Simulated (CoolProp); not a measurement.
Properties of propylene along the isobar 24.3 bar.

Model: reference Helmholtz-energy equation of state, Lemmon 2013, in CoolProp.

```tsv
T (K)	phase	Joule-Thomson coefficient (K/MPa)	expansivity (1/kK)	Prandtl number
118.8	liquid	-0.5322	1.529	18.7
142.2	liquid	-0.5322	1.563	8.83
165.7	liquid	-0.5193	1.631	5.56
189.2	liquid	-0.4918	1.733	4.07
212.7	liquid	-0.4473	1.878	3.26
236.2	liquid	-0.3815	2.086	2.77
259.7	liquid	-0.2854	2.394	2.48
283.1	liquid	-0.1374	2.887	2.32
306.6	liquid	0.1264	3.819	2.26
```

Viscosity comes from a separate model (Huber 2003), an estimate that may be off by 10 % or more. Thermal conductivity comes from a separate model (Huber 2003), an estimate that may be off by 10 % or more.
